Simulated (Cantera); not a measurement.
Feed: 1 mol trisilylamine, a varied amount of NH₃, 36 mol H₂, held at 1698.15 K and 0.100 bar.

Cantera equilibrium calculation (NASA polynomials, part measured and part estimated; ideal gas, pure solids and liquids). Candidate condensed phases: Si, Si₃N₄; 18 gas species. The feed counts by its element totals alone. Mutual solubility and eutectic melting of coexisting phases are not modelled. Gases not in the tables: Si₂H₆ and higher silanes. Rates play no part.

Q: Which condensed phases are stable at each of these points (n(NH₃) (mol)): 0.53, 0.95, 1.7, 3.1, 5.5, 9.8, 18?

A: 
```json
[
 {"n(NH₃) (mol)": "0.53", "condensed phases": "Si(l) + Si₃N₄(s)", "Si condensed (%)": "100.0"},
 {"n(NH₃) (mol)": "0.95", "condensed phases": "Si(l) + Si₃N₄(s)", "Si condensed (%)": "100.0"},
 {"n(NH₃) (mol)": "1.7", "condensed phases": "Si(l) + Si₃N₄(s)", "Si condensed (%)": "100.0"},
 {"n(NH₃) (mol)": "3.1", "condensed phases": "Si(l) + Si₃N₄(s)", "Si condensed (%)": "100.0"},
 {"n(NH₃) (mol)": "5.5", "condensed phases": "Si₃N₄(s)", "Si condensed (%)": "100.0"},
 {"n(NH₃) (mol)": "9.8", "condensed phases": "Si₃N₄(s)", "Si condensed (%)": "100.0"},
 {"n(NH₃) (mol)": "18", "condensed phases": "Si₃N₄(s)", "Si condensed (%)": "100.0"}
]
```

From 0.53 mol NH₃ to 3.1 mol NH₃ the condensed part is Si(l) + Si₃N₄(s). From 5.5 mol NH₃ to 18 mol NH₃ the condensed part is Si₃N₄(s).
